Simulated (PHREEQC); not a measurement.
Make-up at 25 °C: 1.1 mmol/kgw HF, 0.044 mmol/kgw KF and 6.1 mmol/kgw H2SO4. Closed to the air; pH follows from the charge balance.

Equilibrium calculation in PHREEQC: ion-association model, wateq4f.dat.

**Question.** The ionic strength comes out as 0.0137 mol/kgw. What activity coefficients do F-, K+, SO4-2, H+, HSO4- get?

**Answer.** F- 0.89, K+ 0.89, SO4-2 0.63, H+ 0.90, HSO4- 0.89.

Precipitation was switched off in this run.
